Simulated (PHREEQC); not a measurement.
0.6 g of hydrous ferric oxide (600 m²/g; 0.2 weak and 0.005 strong sites per Fe, Dzombak-Morel constants, diffuse double layer) in 1 kg of water with 0.01 mol/kgw of an inert sodium salt, at 25 °C; the pH is set by adding NaOH or the inert anion's acid. O2 is buffered at 0.21 atm. No CO2 enters from the air. No solid was allowed to form.

Base run: PHREEQC, ion-association model, wateq4f.dat. Each further column changes one thing. The table gives surface charge σ (C/m²).

```json
[
 {"pH": "4", "base": "0.218", "background salt from 0.01 to 0.001 mol/kgw": "0.124", "oxide from 0.6 to 3 g/kgw": "0.225", "0.00062 mol/kgw ZnCl2 added": "0.226"},
 {"pH": "4.5", "base": "0.161", "background salt from 0.01 to 0.001 mol/kgw": "0.082", "oxide from 0.6 to 3 g/kgw": "0.166", "0.00062 mol/kgw ZnCl2 added": "0.169"},
 {"pH": "5.5", "base": "0.077", "background salt from 0.01 to 0.001 mol/kgw": "0.032", "oxide from 0.6 to 3 g/kgw": "0.078", "0.00062 mol/kgw ZnCl2 added": "0.084"},
 {"pH": "6", "base": "0.050", "background salt from 0.01 to 0.001 mol/kgw": "0.019", "oxide from 0.6 to 3 g/kgw": "0.050", "0.00062 mol/kgw ZnCl2 added": "0.057"},
 {"pH": "6.5", "base": "0.030", "background salt from 0.01 to 0.001 mol/kgw": "0.011", "oxide from 0.6 to 3 g/kgw": "0.031", "0.00062 mol/kgw ZnCl2 added": "0.043"},
 {"pH": "7.5", "base": "0.008", "background salt from 0.01 to 0.001 mol/kgw": "0.003", "oxide from 0.6 to 3 g/kgw": "0.008", "0.00062 mol/kgw ZnCl2 added": "0.029"},
 {"pH": "8", "base": "0.001", "background salt from 0.01 to 0.001 mol/kgw": "0.000", "oxide from 0.6 to 3 g/kgw": "0.001", "0.00062 mol/kgw ZnCl2 added": "0.022"},
 {"pH": "8.5", "base": "-0.005", "background salt from 0.01 to 0.001 mol/kgw": "-0.002", "oxide from 0.6 to 3 g/kgw": "-0.005", "0.00062 mol/kgw ZnCl2 added": "0.014"},
 {"pH": "9.5", "base": "-0.024", "background salt from 0.01 to 0.001 mol/kgw": "-0.009", "oxide from 0.6 to 3 g/kgw": "-0.024", "0.00062 mol/kgw ZnCl2 added": "0.000"},
 {"pH": "10", "base": "-0.040", "background salt from 0.01 to 0.001 mol/kgw": "-0.016", "oxide from 0.6 to 3 g/kgw": "-0.041", "0.00062 mol/kgw ZnCl2 added": "-0.007"}
]
```

 In at least one series the solution becomes supersaturated in solids that the run did not let form, among them Zn(OH)2-e.
